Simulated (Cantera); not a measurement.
A closed system holds: 1 mol N2O, 0.11 mol O2, 6.8 mol H2, held at 0.00270 bar.

Method: chemical equilibrium by Gibbs-energy minimisation in Cantera with the NASA 1993 tables (ideal gas, pure condensed phases). Candidate condensed phases: H2O; 24 gas species. Rates play no part. All values below are at 2325 K.

Base state: H2 0.579, H 0.161, H2O 0.135, N2 0.117, OH 0.00628, O 0.00119, NO 0.000149, O2 0.000116 (mole fractions); condensed: gas only.

### Question
What changes in the equilibrium state with this change: H2 from 6.8 to 1.9 mol?

### Answer
```tsv
species	before	after
H2O	0.135	0.340
N2	0.117	0.318
H2	0.579	0.204
OH	0.00628	0.0266
H	0.161	0.0956
O2	0.000116	0.00588
NO	0.000149	0.00175
O	0.00119	0.00846
```
